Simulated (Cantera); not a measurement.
Input: 1 mol CF4, 0.6 mol CH4, held at 2200 K.

These are equilibrium values from Cantera (NASA tables, ideal gas, pure condensed phases), not measurements of a reactor. Candidate condensed phases: C, C6H6, C7H8, C8H18; 95 gas species. Gases not in the tables: C2F6 and larger saturated fluorocarbons. Equilibrium is a limit: real reactors are often held back by kinetics, nucleation or transport.

**Question.** What share of the C ends up in condensed phases as a function of P (Pa), at 1, 5.20, 27, 140, 720, 3700, 19000, 100000?

**Answer.** 
| P (Pa) | C condensed (%) | as |
|---|---|---|
| 1 | 98.2 | C(graphite) |
| 5.20 | 96.6 | C(graphite) |
| 27 | 90.0 | C(graphite) |
| 140 | 77.1 | C(graphite) |
| 720 | 69.0 | C(graphite) |
| 3700 | 69.7 | C(graphite) |
| 19000 | 71.9 | C(graphite) |
| 100000 | 73.5 | C(graphite) |
